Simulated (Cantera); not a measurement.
Premixed flame

A freely propagating, adiabatic, planar premixed flame of 9.02 % CH₄, 6.31 % H₂, 15.1 % O₂, 62.0 % N₂, 7.48 % H₂O, equivalence ratio 1.4, unburnt at 675 K and 0.380 bar; multicomponent+Soret transport, grid criteria slope 0.08 and curve 0.16, no radiation.

Computed with Cantera and GRI-Mech 3.0 (53 species, 325 reactions). Burning velocities carry a grid error of a few per cent, more on coarse grids.

| z (mm) | T (K) | u (m/s) | x CH₄ | x H₂ | x O₂ | x CO₂ | x CH₂ | x CH₂O |
|---|---|---|---|---|---|---|---|---|
| -2.71 | 675 | 1.51 | 0.0902 | 0.0625 | 0.152 | 5.04e-8 | <1e-8 | 6.53e-8 |
| -1.81 | 677 | 1.51 | 0.0901 | 0.0614 | 0.152 | 1.35e-6 | <1e-8 | 1.57e-6 |
| -1.35 | 687 | 1.53 | 0.0895 | 0.0601 | 0.152 | 1.18e-5 | <1e-8 | 1.18e-5 |
| -0.903 | 753 | 1.68 | 0.0852 | 0.0590 | 0.149 | 0.000180 | <1e-8 | 0.000114 |
| -0.451 | 1106 | 2.49 | 0.0617 | 0.0641 | 0.121 | 0.00238 | 6.20e-7 | 0.000642 |
| -0.226 | 1446 | 3.31 | 0.0352 | 0.0695 | 0.0842 | 0.00633 | 1.39e-5 | 0.000866 |
| 0 | 1754 | 4.07 | 0.0107 | 0.0711 | 0.0426 | 0.0127 | 6.98e-5 | 0.000546 |
| 0.226 | 1907 | 4.45 | 0.00163 | 0.0671 | 0.0166 | 0.0199 | 5.29e-5 | 0.000162 |
| 0.451 | 1954 | 4.56 | 0.000175 | 0.0636 | 0.00628 | 0.0261 | 1.18e-5 | 2.67e-5 |
| 0.903 | 1975 | 4.60 | 2.20e-6 | 0.0630 | 0.00178 | 0.0334 | 2.70e-7 | 4.89e-7 |
| 1.81 | 1991 | 4.62 | <1e-8 | 0.0643 | 0.00108 | 0.0373 | <1e-8 | <1e-8 |
| 3.61 | 2011 | 4.66 | <1e-8 | 0.0649 | 0.000821 | 0.0380 | <1e-8 | <1e-8 |
| 7.22 | 2037 | 4.71 | <1e-8 | 0.0650 | 0.000543 | 0.0378 | <1e-8 | <1e-8 |
x: mole fraction of selected species; z is measured from the peak of heat release.

```
Property                    Result
------------------------  --------
laminar burning velocity  151 cm/s
thermal thickness         0.903 mm
peak x(CH₂)                7.71e-5
peak x(CH₂O)              0.000867
grid points                    152
```
